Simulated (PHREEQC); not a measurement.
HCl is added in steps, without added water, to 1 kg of water holding 1.3 mol/kgw NaOH and 0.099 mol/kgw H3BO3, at 25 °C. The system is closed to CO2. Only these solids could form: Halite, Borax, Boric_acid,s, NaBO2:4H2O, NaB5O8:5H2O, Teepleite.

Base run: PHREEQC, Pitzer model, pitzer.dat. Each further column changes one thing. The table gives pH.

| HCl added (mol) | base | diluted 10-fold with water | no solid may form |
|---|---|---|---|
| 0 | 13.93 | 12.96 | 13.93 |
| 0.0875 | 13.89 | [?] | 13.89 |
| 0.2625 | 13.80 | 0.97 | 13.80 |
| 0.35 | 13.75 | 0.74 | 13.75 |
| 0.525 | 13.63 | 0.46 | 13.63 |
| 0.6125 | 13.56 | [?] | 13.56 |
| 0.7875 | 13.39 | [?] | 13.39 |
| 0.875 | 13.28 | 0.12 | 13.28 |
| 1.05 | 12.93 | 0.00 | 12.93 |
| 1.137 | 12.54 | [?] | 12.54 |
| 1.312 | 1.89 | [?] | 1.89 |
| 1.4 | 0.97 | -0.21 | 0.97 |

Q: Complete the blanks.

A: 
- 0.0875, diluted 10-fold with water: 12.38
- 0.6125, diluted 10-fold with water: 0.36
- 0.7875, diluted 10-fold with water: 0.19
- 1.137, diluted 10-fold with water: -0.06
- 1.312, diluted 10-fold with water: -0.16

In brines, pH and single-ion activities rest on the MacInnes convention.
